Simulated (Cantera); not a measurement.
A closed system holds: 1 mol CH3Cl, 1.1 mol F2, 0.076 mol H2, equilibrated at 0.0100 bar.

Equilibrium computed with Cantera from the NASA thermochemical tables; the gas is ideal and each condensed phase is pure. Candidate condensed phases: C, C6H6, C7H8, C8H18; 118 gas species. Condensed phases not in the tables: fluorocarbon polymer. Gases not in the tables: C2F6 and larger saturated fluorocarbons. Equilibrium is a limit: real reactors are often held back by kinetics, nucleation or transport.

x: gas mole fraction; n: condensed amount in mol.

```json
[
 {"T (°C)": "525", "x HF": "0.680", "x HCl": "0.316", "x Cl": "7.62e-7", "x Cl2": "7.29e-5", "x CF4": "0.00375", "x CClF3": "8.90e-6", "x CCl2F2": "3.75e-8", "n C(graphite)": "0.988"},
 {"T (°C)": "575", "x HF": "0.680", "x HCl": "0.316", "x Cl": "3.66e-6", "x Cl2": "0.000187", "x CF4": "0.00368", "x CClF3": "1.33e-5", "x CCl2F2": "7.70e-8", "n C(graphite)": "0.988"},
 {"T (°C)": "625", "x HF": "0.681", "x HCl": "0.315", "x Cl": "1.47e-5", "x Cl2": "0.000425", "x CF4": "0.00356", "x CClF3": "1.85e-5", "x CCl2F2": "1.43e-7", "n C(graphite)": "0.989"},
 {"T (°C)": "675", "x HF": "0.682", "x HCl": "0.314", "x Cl": "5.04e-5", "x Cl2": "0.000866", "x CF4": "0.00332", "x CClF3": "2.40e-5", "x CCl2F2": "2.37e-7", "n C(graphite)": "0.989"},
 {"T (°C)": "725", "x HF": "0.683", "x HCl": "0.312", "x Cl": "0.000150", "x Cl2": "0.00158", "x CF4": "(withheld)", "x CClF3": "2.83e-5", "x CCl2F2": "3.51e-7", "n C(graphite)": "0.991"},
 {"T (°C)": "775", "x HF": "0.685", "x HCl": "0.310", "x Cl": "0.000391", "x Cl2": "0.00257", "x CF4": "(withheld)", "x CClF3": "2.97e-5", "x CCl2F2": "4.49e-7", "n C(graphite)": "0.992"},
 {"T (°C)": "825", "x HF": "0.687", "x HCl": "0.307", "x Cl": "0.000897", "x Cl2": "0.00368", "x CF4": "(withheld)", "x CClF3": "2.67e-5", "x CCl2F2": "4.81e-7", "n C(graphite)": "0.995"},
 {"T (°C)": "875", "x HF": "0.689", "x HCl": "0.304", "x Cl": "0.00182", "x Cl2": "0.00459", "x CF4": "(withheld)", "x CClF3": "1.97e-5", "x CCl2F2": "4.16e-7", "n C(graphite)": "0.997"},
 {"T (°C)": "925", "x HF": "0.690", "x HCl": "0.301", "x Cl": "0.00325", "x Cl2": "0.00494", "x CF4": "(withheld)", "x CClF3": "1.14e-5", "x CCl2F2": "2.80e-7", "n C(graphite)": "0.998"},
 {"T (°C)": "975", "x HF": "0.690", "x HCl": "0.300", "x Cl": "0.00518", "x Cl2": "0.00458", "x CF4": "(withheld)", "x CClF3": "5.17e-6", "x CCl2F2": "1.46e-7", "n C(graphite)": "0.999"},
 {"T (°C)": "1025", "x HF": "0.690", "x HCl": "0.299", "x Cl": "0.00742", "x Cl2": "0.00371", "x CF4": "(withheld)", "x CClF3": "1.86e-6", "x CCl2F2": "5.98e-8", "n C(graphite)": "1.000"},
 {"T (°C)": "1075", "x HF": "0.689", "x HCl": "0.298", "x Cl": "0.00967", "x Cl2": "0.00266", "x CF4": "(withheld)", "x CClF3": "5.48e-7", "x CCl2F2": "1.99e-8", "n C(graphite)": "1.000"}
]
```

Complete the blanks.


- 725, x CF4: 0.00293
- 775, x CF4: 0.00237
- 825, x CF4: 0.00169
- 875, x CF4: 0.00101
- 925, x CF4: 0.000481
- 975, x CF4: 0.000181
- 1025, x CF4: 5.50e-5
- 1075, x CF4: 1.38e-5
